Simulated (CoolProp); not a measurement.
Vapour-liquid equilibrium of R22 (1) + n-pentane (2) at 4.93 kPa; x and y are mole fractions of (1).

Computed with CoolProp (multi-fluid Helmholtz-energy mixture model, Kamei 1995 and Thol 2019; pair parameters Bell 2016).

```json
[
 {"x": "0.05", "bubble temperature (K)": "209.2", "y at the bubble point": "0.913", "dew temperature at overall composition x (K)": "241.7", "liquid density (mol/L)": "9.984"},
 {"x": "0.15", "bubble temperature (K)": "193.7", "y at the bubble point": "0.981", "dew temperature at overall composition x (K)": "239.9", "liquid density (mol/L)": "10.67"},
 {"x": "0.25", "bubble temperature (K)": "188.7", "y at the bubble point": "0.990", "dew temperature at overall composition x (K)": "237.9", "liquid density (mol/L)": "11.28"},
 {"x": "0.35", "bubble temperature (K)": "186.6", "y at the bubble point": "0.992", "dew temperature at overall composition x (K)": "235.7", "liquid density (mol/L)": "11.90"},
 {"x": "0.45", "bubble temperature (K)": "185.7", "y at the bubble point": "0.993", "dew temperature at overall composition x (K)": "233.2", "liquid density (mol/L)": "12.56"},
 {"x": "0.55", "bubble temperature (K)": "185.4", "y at the bubble point": "0.994", "dew temperature at overall composition x (K)": "230.2", "liquid density (mol/L)": "13.29"},
 {"x": "0.65", "bubble temperature (K)": "185.3", "y at the bubble point": "0.994", "dew temperature at overall composition x (K)": "226.7", "liquid density (mol/L)": "14.09"},
 {"x": "0.75", "bubble temperature (K)": "185.1", "y at the bubble point": "0.994", "dew temperature at overall composition x (K)": "222.1", "liquid density (mol/L)": "14.99"},
 {"x": "0.85", "bubble temperature (K)": "…", "y at the bubble point": "…", "dew temperature at overall composition x (K)": "215.6", "liquid density (mol/L)": "16.01"},
 {"x": "0.95", "bubble temperature (K)": "…", "y at the bubble point": "0.998", "dew temperature at overall composition x (K)": "203.1", "liquid density (mol/L)": "17.20"}
]
```

Q: Complete the blanks.

A: 
- 0.85, bubble temperature (K): 184.7
- 0.85, y at the bubble point: 0.995
- 0.95, bubble temperature (K): 184.0

No azeotrope shows between x = 0.05 and 0.95.

The pair parameters rest on a limited set of measurements; away from them the model extrapolates. With so large a gap from Raoult's law the liquid may split in two, which this calculation doesn't test in full.
